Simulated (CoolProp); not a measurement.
A single-stage vapour-compression cycle with carbonyl sulfide: evaporating at 230.15 K (dew point), condensing at 280.15 K (bubble point), superheat 10 K, subcooling 8 K, compressor efficiency 0.85, no pressure losses. Each further row changes one setting.

Model: reference Helmholtz-energy equation of state, Lemmon 2006, in CoolProp. It is a short technical equation, of lower accuracy than the large ones.

```
case                              cooling COP  pressure ratio  discharge temperature (K)  refrigerating effect (kJ/kg)  volumetric capacity (kJ/m³)
--------------------------------  -----------  --------------  -------------------------  ----------------------------  ---------------------------
as stated                                3.28            5.71                      360.8                           259                         1120
evaporating temperature 235.15 K         3.80            4.62                      351.2                           262                         1380
condensing temperature 275.15 K          3.72            4.94                      349.7                           265                         1150
subcooling 13 K                          3.36            5.71                      360.8                           265                         1150
superheat 20 K                           3.23            5.71                      373.7                           266                         1100
compressor efficiency 0.75               2.90            5.71                      374.2                           259                         1120
```
